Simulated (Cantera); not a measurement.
Charge: 1 mol ZrO₂, a varied amount of H₂, 1.2 mol N₂, at 1473 K and 1 atm.

Equilibrium computed with Cantera from the NASA thermochemical tables; the gas is ideal and each condensed phase is pure. Candidate condensed phases: H₂O, Zr, ZrN, ZrO₂; 28 gas species. Mutual solubility and eutectic melting of coexisting phases are not modelled. ZrN: taken at fixed stoichiometry. Condensed phases not in the tables: solid solutions among these carbides, nitrides and lower oxides. Kinetics and transport are ignored.

**Question.** At 57 mol H₂, list the 3 most abundant gas species with their mole fractions, and the condensed phases.

**Answer.** H₂ 0.979, N₂ 0.0206, H 1.24e-5. Condensed: ZrN(s) + ZrO₂(monoclinic).
